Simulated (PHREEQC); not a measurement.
HCl is added in steps, without added water, to 1 kg of water holding 0.00097 mol/kgw CaSO4 and 0.00033 mol/kgw Na2SO4, at 25 °C. O2 is buffered at 0.21 atm. No CO2 enters from the air. Precipitation was switched off in this run.

Base run: PHREEQC, ion-association model, wateq4f.dat. Each further column changes one thing. The table gives HSO4- (mol/kgw).

```
HCl added (mol)      base  temperature from 25 to 85 °C  diluted 10-fold with water  CaSO4 left out  solids may form
---------------  --------  ----------------------------  --------------------------  --------------  ---------------
0                 9.01e-9                    (withheld)                     1.15e-9         2.84e-9          9.01e-9
0.0006083         4.66e-5                      0.000153                     6.18e-6         1.52e-5          4.66e-5
0.001521         0.000109                      0.000331                     1.39e-5         3.45e-5         0.000109
0.002129         0.000147                    (withheld)                     1.82e-5         4.55e-5         0.000147
0.003042         0.000198                      0.000535                     2.40e-5         6.01e-5         0.000198
0.00365          0.000230                      0.000594                     2.74e-5         6.87e-5         0.000230
0.004258         0.000259                    (withheld)                     3.05e-5         7.66e-5         0.000259
0.005171         0.000299                    (withheld)                     3.47e-5         8.73e-5         0.000299
0.005779         0.000324                      0.000744                     3.72e-5         9.38e-5         0.000324
0.006692         0.000358                      0.000789                     4.07e-5        0.000103         0.000358
0.0073           0.000379                      0.000815                     4.28e-5        0.000108         0.000379
```

Task: Complete the blanks.

Result: 
- 0, temperature from 25 to 85 °C: 1.94e-7
- 0.002129, temperature from 25 to 85 °C: 0.000424
- 0.004258, temperature from 25 to 85 °C: 0.000645
- 0.005171, temperature from 25 to 85 °C: 0.000708

 Away from 25 °C the constants follow the database's enthalpies or fits; those with neither stay at their 25 °C values. Solids allowed in the column 'solids may form': Gypsum, Portlandite, Halite, Mirabilite.
